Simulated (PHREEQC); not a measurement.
Consider water at 25 °C with 0.29 mol NaOH and 0.00013 mol K2SiO3 per kg of water. Closed to the air; pH follows from the charge balance.

Model: ion-association model, wateq4f.dat, run in PHREEQC.

| quantity | before | after |
|---|---|---|
| pH | 13.30 | 10.21 |
| ionic strength (mol/kgw) | 0.290 | 0.000260 |

### Question
What was changed between the two runs?
A) temperature from 25 to 60 °C
B) K2SiO3 from 0.00013 to 0.00065 mol/kgw
C) NaOH left out
D) temperature from 25 to 5 °C
E) NaOH from 0.29 to 0.435 mol/kgw

### Answer
C, NaOH left out

No solid was allowed to form.
